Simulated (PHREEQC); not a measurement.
Dissolve 140 mmol/kgw KOH, 39 mmol/kgw Fe(NO3)3 and 0.011 mmol/kgw CO2 at 75 °C. Closed to the air; pH follows from the charge balance.

Equilibrium calculation in PHREEQC: ion-association model, wateq4f.dat.

```yaml
pH: 8.32
ionic_strength: 0.140 mol/kgw
total_alkalinity: 62.0 meq/kg
```

```csv
species,molality,activity,log γ
K+,0.140,0.100,-0.144
NO3-,0.117,0.0822,-0.153
Fe(OH)4-,0.0231,0.0173,-0.126
Fe(OH)3,0.0158,0.0163,0.014
Fe(OH)2+,0.000126,9.46e-5,-0.126
OH-,5.67e-5,4.05e-5,-0.147
HCO3-,1.05e-5,7.88e-6,-0.126
CO3-2,3.92e-7,1.23e-7,-0.503
```

This is a speciation only: nothing precipitates in the calculation. Examples of supersaturated solids here: Hematite (slow to form), Goethite (slow to form). Others may be too. Constants without temperature data keep their 25 °C values here.
